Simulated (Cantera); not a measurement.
**Adiabatic ignition**

An adiabatic, constant-volume homogeneous reactor starts with C3H8 : O2 : N2 : CO2 = 1 : 9.26 : 34.8 : 5.8 (molar parts), equivalence ratio 0.54, at 1725 K and 3.50 bar.

Cantera simulation using GRI-Mech 3.0 (53 species, 325 reactions); the numbers are that mechanism's predictions, not measurements. GRI-Mech 3.0 was tuned for natural gas; its chemistry of propane as a main component is partial and can be far from experiment.

| t (s) | T (K) | P (bar) | x C3H8 | x O2 | x CO2 | x CH2CO | x H |
|---|---|---|---|---|---|---|---|
| 3.00e-6 | 1716 | 3.52 | 0.0106 | 0.176 | 0.113 | 0.000265 | 0.000171 |
| 8.46e-6 | 2294 | 4.94 | <1e-12 | 0.0970 | 0.114 | 1.93e-6 | 0.00438 |
| 2.38e-5 | 2536 | 5.38 | <1e-12 | 0.0901 | 0.136 | <1e-12 | 0.00179 |
| 6.72e-5 | 2664 | 5.60 | <1e-12 | 0.0864 | 0.148 | <1e-12 | 0.000834 |
| 0.000189 | 2670 | 5.61 | <1e-12 | 0.0855 | 0.149 | <1e-12 | 0.000778 |
| 0.000534 | 2665 | 5.60 | <1e-12 | 0.0839 | 0.149 | <1e-12 | 0.000761 |
| 0.00151 | 2656 | 5.58 | <1e-12 | 0.0810 | 0.149 | <1e-12 | 0.000729 |
| 0.00424 | 2649 | 5.56 | <1e-12 | 0.0786 | 0.150 | <1e-12 | 0.000703 |
| 0.0120 | 2647 | 5.56 | <1e-12 | 0.0783 | 0.150 | <1e-12 | 0.000699 |
| 0.0337 | 2647 | 5.56 | <1e-12 | 0.0783 | 0.150 | <1e-12 | 0.000699 |
| 0.0950 | 2647 | 5.56 | <1e-12 | 0.0783 | 0.150 | <1e-12 | 0.000699 |
| 0.268 | 2647 | 5.56 | <1e-12 | 0.0783 | 0.150 | <1e-12 | 0.000699 |
| 0.755 | 2647 | 5.56 | <1e-12 | 0.0783 | 0.150 | <1e-12 | 0.000699 |
| 2.13 | 2647 | 5.56 | <1e-12 | 0.0783 | 0.150 | <1e-12 | 0.000699 |
| 6.00 | 2647 | 5.56 | <1e-12 | 0.0783 | 0.150 | <1e-12 | 0.000699 |
x: mole fraction; the columns are a selection and need not sum to one.

| Item | Value |
|---|---|
| time of steepest temperature rise | 6.68 µs |
| temperature at 6.00 s | 2647 K |
| equilibrium temperature | 2647 K |
| x(C3H8) at 6.00 s | <1e-12 (gas-phase equilibrium <1e-12) |
| x(O2) at 6.00 s | 0.0783 (gas-phase equilibrium 0.0783) |
| x(CO2) at 6.00 s | 0.150 (gas-phase equilibrium 0.150) |
